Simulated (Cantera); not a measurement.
**Catalytic stagnation flow on Pt**

A jet of H2 : O2 : N2 = 0.012 : 0.17 : 0.79 (molar parts) at 300 K and 0.0310 bar hits a platinum plate 5.2 cm away at a mass flux of 0.11 kg/m²/s; the plate temperature is set and raised in steps from an oxygen-covered start.

Model: Deutschmann's 1995 Pt surface mechanism with GRI-Mech 3.0 gas chemistry, integrated in Cantera. Catalytic surfaces can have several steady states; this one follows from the mechanism file's or the stated starting coverage.

| plate T (K) | wall x H2 | wall x O2 | wall x H2O | wall x OH | θ free Pt | θ O* | θ OH* |
|---|---|---|---|---|---|---|---|
| 500 | 0.00431 | 0.166 | 0.0159 | <1e-8 | 0.0380 | 0.956 | 0.00567 |
| 550 | 0.00429 | 0.166 | 0.0158 | <1e-8 | 0.0402 | 0.957 | 0.00324 |
| 600 | 0.00427 | 0.166 | 0.0157 | <1e-8 | 0.0423 | 0.956 | 0.00202 |
| 650 | 0.00420 | 0.166 | 0.0157 | <1e-8 | 0.0453 | 0.953 | 0.00136 |
| 700 | 0.00385 | 0.166 | 0.0163 | <1e-8 | 0.0537 | 0.945 | 0.00104 |
| 750 | 0.00306 | 0.165 | 0.0177 | <1e-8 | 0.0766 | 0.923 | 0.000914 |
x: mole fraction at the wall; θ: surface coverage.
